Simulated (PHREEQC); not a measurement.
Make-up at 25 °C: 0.0011 mol NaHSO4, 3.9e-05 mol KOH and 0.0062 mol KCl per kg of water. Closed to the air; pH follows from the charge balance.

The numbers come from PHREEQC with the ion-association model, wateq4f.dat.

Each row changes one thing in this solution. Precipitation was switched off in this run.

```tsv
case	pH	ionic strength (mol/kgw)	SO4-2 (mol/kgw)	KSO4- (mol/kgw)
as made	3.04	0.00930	0.00100	2.94e-5
NaHSO4 replaced by NiSO4 at the same molality	8.43	0.0102	0.000989	2.86e-5
temperature from 25 to 70 °C	3.09	0.00907	0.000887	4.97e-5
KOH left out	3.02	0.00930	0.000999	2.91e-5
KCl replaced by K2SiO3 at the same molality	11.64	0.0148	0.00104	5.58e-5
```

Species that the database lacks are ignored. Some of these states are supersaturated (in Ni(OH)2, Ni4(OH)6SO4, for instance). Constants without temperature data keep their 25 °C values here.
